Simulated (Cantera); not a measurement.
What does this Cantera script print?

```python
import numpy as np
import cantera as ct

gas_names = """
    AL ALH ALO ALOH ALO2 ALO2H AL2 AL2O AL2O2 H HALO HO2 H2 H2O H2O2 O OH O2 O3
""".split()
cond_names = """
    AL(cr) AL(L) AL2O3(a) AL2O3(L) H2O(s) H2O(L)
""".split()


# ... load() reads the species with a 1 bar reference pressure and builds the phases ...
atoms = {
    'Al2O3': {'AL': 2, 'O': 3},
    'H2': {'H': 2},
    'H2O': {'H': 2, 'O': 1},
}
top_T = {}  # K; cautious upper limits of use, not melting points


# ... equilibrate(T, P, feed) seeds the gas with the atoms and calls Mixture.equilibrate('TP', solver="vcs", rtol=1e-11, max_steps=5000) ...
results = []
feed = {'Al2O3': 1, 'H2': 680, 'H2O': 4.5}  # mol
T = 1025  # K
P = 1333.22  # Pa
mix = equilibrate(T, P, feed)
results.append((T, P, feed, dict(zip(mix.species_names, mix.species_moles))))
x = sorted(zip(gas.X, gas.species_names), reverse=True)
print(f"T = {T:g} K  P = {P:g} Pa  gas = {mix.phase_moles(0):.4g} mol")
print("   x: " + "  ".join(f"{s} {v:.3e}" for v, s in x if v > 0.001))
print("   condensed (mol): " + ("  ".join(f"{mix.phase(i).name} {mix.phase_moles(i):.4g}"
      for i in range(1, mix.n_phases) if mix.phase_moles(i) > 1e-12) or "none"))
```

Result:

```
T = 1025 K  P = 1333.22 Pa  gas = 684.5 mol
   x: H2 9.934e-01  H2O 6.574e-03
   condensed (mol): AL2O3(a) 1
```

Cantera equilibrium calculation (NASA polynomials, part measured and part estimated; ideal gas, pure solids and liquids).
